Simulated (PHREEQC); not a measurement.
# Phosphoric acid bath: an equilibrium model

Make-up at 25 °C: 0.02 mol KH2PO4 and 0.058 mol HCl per kg of water. Closed to the air; pH follows from the charge balance.

All values are PHREEQC results (ion-association model, phreeqc.dat), not measurements.

No solid was allowed to form.

### Question
Estimate the pH, density.

### Answer
pH 1.45; density 1.000 g/cm³.

### Question
In which forms is P present?

### Answer
H3PO4 81 %, H2PO4- 19 % of the P.

Species that the database lacks are ignored.
